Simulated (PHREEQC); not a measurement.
A solution holds 7.6 mmol/kgw CuCl2, 1.8 mmol/kgw HBF4 and 0.057 mmol/kgw Na2SO4, at 75 °C. Closed to the air; pH follows from the charge balance.

All values are PHREEQC results (ion-association model, phreeqc.dat), not measurements.

No solid was allowed to form.

Q: Order these Cu species by the share of Cu that they hold, largest first: Cu+2, CuSO4, CuF+, CuCl+, CuCl2.

A: Cu+2 (84 %), CuCl+ (14 %), CuF+ (1.3 %), CuSO4 (0.21 %), CuCl2 (0.12 %)

The pH is 2.87 and the ionic strength 0.0221 mol/kgw. Constants without temperature data keep their 25 °C values here. Real BF4- forms and hydrolyses slowly; the run takes it at equilibrium.
